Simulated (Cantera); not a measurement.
Source: NASA polynomial tables (part measured, part estimated), evaluated in Cantera. Values are per mole of reaction as written; species without (g) are pure solids or liquids, kept so even where they would boil at 1 bar. VN: taken at fixed stoichiometry.

**Question.** Between 1050 and 1400 K, where is each reaction favourable under standard conditions?
- 3 V₂O₃ + 7 N₂O(g) ⇌ 6 VN + 8 NO₂(g)

**Answer.** 
- 3 V₂O₃ + 7 N₂O(g) ⇌ 6 VN + 8 NO₂(g): ΔG° is 1766 kJ at 1050 K and 1687 kJ at 1400 K; it stays positive (K < 1). ΔH° is 1990 kJ and ΔS° 216 J/K at 1400 K.
